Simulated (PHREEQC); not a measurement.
Dissolve 0.0075 mol/kgw KOH and 2.2e-05 mol/kgw H4SiO4 at 69 °C. Closed to the air; pH follows from the charge balance.

All values are PHREEQC results (ion-association model, phreeqc.dat), not measurements.

The pH is 10.64 and the ionic strength is 0.00750 mol/kgw. The specific conductance is 4130 µS/cm and the total alkalinity comes out as 7.50 meq/kg.

```csv
species,molality,activity,log γ
K+,0.00750,0.00678,-0.044
OH-,0.00748,0.00676,-0.044
H3SiO4-,2.04e-5,1.85e-5,-0.043
H4SiO4,8.79e-7,8.81e-7,0.001
H2SiO4-2,7.39e-7,5.03e-7,-0.167
```

Precipitation was switched off in this run. At this temperature some constants are extrapolated from 25 °C, and those without enthalpy data are left unchanged.
